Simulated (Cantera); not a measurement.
Gas mixture: 40.9 % C3H8, 10.3 % C2H2, 8.68 % C2H4, 40.1 % NH3, at 2.25 Torr, frozen composition.

Cantera's kinetic-theory transport with the Lennard-Jones parameters of GRI-Mech 3.0, ideal gas; thermal conductivity in the mixture-averaged form. Polar gases are described roughly by these parameters.

D: mixture-averaged diffusion coefficient of that species in the mixture.

```csv
T (K),ρ (kg/m³),cp (J/kg/K),μ (µPa s),λ (mW/m/K),Pr,D (cm²/s) CH4,D (cm²/s) H2O,D (cm²/s) O
400,0.00271,2126,12.3,36.4,0.718,94.0,88.9,136
500,0.00216,2463,15.1,51.0,0.730,142,139,202
600,0.00180,(withheld),(withheld),(withheld),0.739,(withheld),(withheld),(withheld)
700,0.00155,3031,(withheld),(withheld),0.744,(withheld),(withheld),(withheld)
800,0.00135,3259,22.6,98.4,0.747,326,342,456
900,0.00120,3458,24.8,114,0.748,400,426,557
1000,0.00108,3644,26.9,130,0.751,479,517,666
```

Task: Fill in the missing entries.

Result: 
- 600, cp (J/kg/K): 2766
- 600, μ (µPa s): 17.7
- 600, λ (mW/m/K): 66.4
- 600, D (cm²/s) CH4: 196
- 600, D (cm²/s) H2O: 198
- 600, D (cm²/s) O: 278
- 700, μ (µPa s): 20.2
- 700, λ (mW/m/K): 82.3
- 700, D (cm²/s) CH4: 258
- 700, D (cm²/s) H2O: 266
- 700, D (cm²/s) O: 363
